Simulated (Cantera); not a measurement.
Feed: 1 mol Na2SO4, 5.6 mol H2, equilibrated at 1.00 bar.

Equilibrium computed with Cantera from the NASA thermochemical tables; the gas is ideal and each condensed phase is pure. Candidate condensed phases: H2O, H2SO4, Na, NaOH, NaO2, Na2O, Na2O2, Na2S, Na2SO4, S; 27 gas species. Kinetics and transport are ignored. All values below are at 1100 °C.

Base state: H2O 0.709, H2 0.284, NaOH 0.00310, H2S 0.00223, Na 0.00137 (mole fractions); condensed: Na2S(s).

Task: What changes in the equilibrium state with this change: Na2SO4 replaced by CaCO3?

Result: 
```csv
species,before,after
H2,0.284,0.710
H2O,0.709,0.138
CO,0,0.138
CO2,0,0.0131
NaOH,0.00310,0
H2S,0.00223,0
Na,0.00137,0
"Na2S(s), mol",0.987,0
"CaO(s), mol",0,1.00
```
Further candidate phases: C, C6H6, C7H8, C8H18, Ca, CaCO3, CaO, Ca(OH)2.

Task: What changes in the equilibrium state with this change: Na2SO4 replaced by K2SO4?

Result: 
| species | before | after |
|---|---|---|
| H2O | 0.709 | 0.690 |
| H2 | 0.284 | 0.282 |
| KOH | 0 | 0.0168 |
| H2S | 0.00223 | 0.00913 |
| NaOH | 0.00310 | 0 |
| K | 0 | 0.00151 |
| Na | 0.00137 | 0 |
| K2(OH)2 | 0 | 5.79e-5 |
| Na2S(s), mol | 0.987 | 0 |
| K2S(l), mol | 0 | 0.948 |
Further candidate phases: K, KOH, KO2, K2O, K2O2, K2S, K2SO4.
